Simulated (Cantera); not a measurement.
A Cantera script and its output.

```python
import numpy as np
import cantera as ct

gas = ct.Solution("gri30.yaml")


def delay(T, t_max=10):
    gas.TPX = T, 101325, {'CO': 1, 'H2': 0.21, 'CH4': 0.44, 'O2': 1.3, 'N2': 5.57}
    reactor = ct.IdealGasConstPressureReactor(gas, clone=False)
    net = ct.ReactorNet([reactor])
    net.rtol, net.atol = 1e-8, 1e-16
    while net.time < t_max:
        t_old, T_old = net.time, reactor.T
        net.step()
        if reactor.T > T + 400:  # ignition: a rise of 400 K
            return t_old + (T + 400 - T_old) / (reactor.T - T_old) * (net.time - t_old)
    return np.nan


taus = []
for T in [975, 1050, 1125, 1200, 1275, 1350, 1425, 1500, 1575]:
    taus.append(delay(T))
    print(f"T0 = {T:6g} K   tau = {taus[-1]:.4e} s")
```

Result:

```
T0 =    975 K   tau = 2.0688e-02 s
T0 =   1050 K   tau = 9.2028e-03 s
T0 =   1125 K   tau = 4.5874e-03 s
T0 =   1200 K   tau = 2.3437e-03 s
T0 =   1275 K   tau = 1.2368e-03 s
T0 =   1350 K   tau = 6.8540e-04 s
T0 =   1425 K   tau = 4.0315e-04 s
T0 =   1500 K   tau = 2.5182e-04 s
T0 =   1575 K   tau = 1.6563e-04 s
```

Model: GRI-Mech 3.0 (53 species, 325 reactions), integrated in Cantera. Below about 1000 K GRI-Mech 3.0 lacks low-temperature oxidation paths.
